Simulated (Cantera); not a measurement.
A closed system holds: 1 mol Si, 0.82 mol HCl, 7 mol H2, held at 1600 K and 0.133 bar.

Method: chemical equilibrium by Gibbs-energy minimisation in Cantera with the NASA 1993 tables (ideal gas, pure condensed phases). Candidate condensed phases: Si; 19 gas species. The tables' values for SiCl3 are old estimates; treat these amounts as uncertain. Rates play no part.

Base state: H2 0.914, HCl 0.0678, SiCl2 0.0173, SiCl3 0.000612, H 0.000142, SiHCl3 0.000104, SiCl4 5.33e-5, SiH2Cl2 3.37e-5 (mole fractions); condensed: Si(s).

**Question.** What changes in the equilibrium state with this change: HCl from 0.82 to 4.5 mol?

**Answer.** 
| species | before | after |
|---|---|---|
| H2 | 0.914 | 0.709 |
| HCl | 0.0678 | 0.204 |
| SiCl2 | 0.0173 | 0.0746 |
| SiCl4 | 5.33e-5 | 0.00267 |
| SiCl3 | 0.000612 | 0.00899 |
| Si(s), mol | 0.858 | 0 |

**Question.** What changes in the equilibrium state with this change: HCl from 0.82 to 4.7 mol?

**Answer.** 
```tsv
species	before	after
H2	0.914	0.697
HCl	0.0678	0.216
SiCl2	0.0173	0.0724
SiCl4	5.33e-5	0.00297
SiCl3	0.000612	0.00934
SiHCl3	0.000104	0.00138
Cl	8.35e-6	3.05e-5
Si(s), mol	0.858	0
```
